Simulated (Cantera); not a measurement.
**Thermodynamics of silicon etching in halogen gases, feed Si + F2**

A closed system holds: 1 mol Si, 2.1 mol F2, held at 1400 °C and 10.0 mbar.

These are equilibrium values from Cantera (NASA tables, ideal gas, pure condensed phases), not measurements of a reactor. Candidate condensed phases: Si; 9 gas species. Kinetics and transport are ignored.

| Property | Result |
|---|---|
| x(SiF4) | 0.833 |
| x(F) | 0.167 |
| x(F2) | 9.32e-6 |
| gas amount | 1.200 mol |
| log10 activity of Si(s) (absent) | -30.93 |
